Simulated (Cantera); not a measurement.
What does this Cantera script print?

```python
import numpy as np
import cantera as ct

gas_names = [...]  # 114 gases of nasa_gas.yaml made of C, Fe, H, O
cond_names = """
    C(gr) C6H6(L) C7H8(L) C8H18(L),n-octa Fe(a) Fe(c) Fe(d) Fe(L) FeC5O5(L) FeO(s) FeO(L) Fe(OH)2(s)
    Fe(OH)3(s) Fe2O3(s) Fe3O4(s) H2O(s) H2O(L)
""".split()


# ... load() reads the species with a 1 bar reference pressure and builds the phases ...
atoms = {
    'Fe2O3': {'Fe': 2, 'O': 3},
    'CO': {'C': 1, 'O': 1},
    'H2': {'H': 2},
}
top_T = {'C(gr)': 4500, 'Fe2O3(s)': 1830, 'Fe3O4(s)': 1870}  # K; cautious upper limits of use, not melting points


# ... equilibrate(T, P, feed) seeds the gas with the atoms and calls Mixture.equilibrate('TP', solver="vcs", rtol=1e-11, max_steps=5000) ...
results = []
feed = {'Fe2O3': 1, 'CO': 1.1, 'H2': 0.3}  # mol
P = 21  # Pa
for T in [1175, 1225, 1275, 1325, 1375, 1425, 1475, 1525, 1575, 1625, 1675]:
    mix = equilibrate(T, P, feed)
    results.append((T, P, feed, dict(zip(mix.species_names, mix.species_moles))))

top = {s: max(r[3][s] / sum(r[3][g] for g in gas_names) for r in results) for s in gas_names}
cols = sorted((s for s in top if top[s] > 0.0001), key=lambda s: -top[s])[:6]
seen = [c for c in cond_names if any(r[3].get(c, 0) > 1e-12 for r in results)]
print("log10 of partial pressures in bar; condensed amounts in mol")
print(f"{'T/K':>10s}" + "".join(f"{s[:9]:>10s}" for s in cols + seen))
for T, P, feed, n in results:
    ng = sum(n[g] for g in gas_names)
    print(f"{T:10.4g}" + "".join(f"{np.log10(max(n[s] / ng * P / 1e5, 1e-99)):10.3f}" for s in cols)
          + "".join(f"{n.get(c, 0):10.4g}" for c in seen))
```

It prints:

```
log10 of partial pressures in bar; condensed amounts in mol
       T/K       CO2        CO       H2O        H2        Fe         H    FeO(s)    FeO(L)
      1175    -3.935    -4.311    -4.470    -4.953   -11.738    -9.388         2         0
      1225    -3.938    -4.303    -4.459    -4.990   -11.017    -9.001         2         0
      1275    -3.941    -4.296    -4.449    -5.025   -10.354    -8.645         2         0
      1325    -3.944    -4.290    -4.441    -5.058    -9.744    -8.315         2         0
      1375    -3.946    -4.285    -4.434    -5.088    -9.179    -8.009         2         0
      1425    -3.948    -4.281    -4.428    -5.117    -8.656    -7.725         2         0
      1475    -3.950    -4.277    -4.422    -5.145    -8.170    -7.459         2         0
      1525    -3.952    -4.274    -4.418    -5.171    -7.717    -7.211         2         0
      1575    -3.953    -4.272    -4.414    -5.195    -7.295    -6.979         2         0
      1625    -3.954    -4.270    -4.411    -5.219    -6.900    -6.761     1.999         0
      1675    -3.955    -4.269    -4.409    -5.243    -6.542    -6.557         0     1.998
```

Equilibrium computed with Cantera from the NASA thermochemical tables; the gas is ideal and each condensed phase is pure. The tables' stoichiometric FeO is somewhat more stable than real wüstite, so its field is too wide. FeO: taken at fixed stoichiometry.
